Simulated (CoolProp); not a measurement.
R1224YDZ along the isobar 581 kPa: density (kg/m³) from the reference equation and from simpler models built on Tc = 155.5 °C, pc = 3334 kPa, ω = 0.325; each cubic takes its own stable root.

Values from CoolProp's reference Helmholtz-energy equation of state, Akasaka 2023.

| T (°C) | phase | reference |
|---|---|---|
| 90.05 | gas | 32.48 |
| 98.85 | gas | 31.30 |
| 107.65 | gas | 30.24 |
| 116.45 | gas | 29.28 |
| 125.25 | gas | 28.40 |
| 134.05 | gas | 27.59 |
| 142.85 | gas | 26.83 |
| 151.65 | gas | 26.12 |
| 160.45 | gas | 25.46 |
| 169.25 | gas | 24.84 |
| 178.05 | gas | 24.26 |
| 186.95 | gas | 23.70 |
| 195.75 | gas | 23.17 |

Task: How far does each simpler model (van der Waals, Redlich-Kwong, Soave-Redlich-Kwong, Peng-Robinson) lie from the reference over these 13 states: mean and median of the absolute difference, and the worst?

Result: 
- van der Waals: mean 1.6 %, median 1.3 %, worst -4.1 % at 90.05 °C and 581 kPa
- Redlich-Kwong: mean 0.6 %, median 0.3 %, worst -1.9 % at 90.05 °C and 581 kPa
- Soave-Redlich-Kwong: mean 0.3 %, median 0.1 %, worst -0.9 % at 90.05 °C and 581 kPa
- Peng-Robinson: mean 0.5 %, median 0.5 %, worst +0.6 % at 151.65 °C and 581 kPa
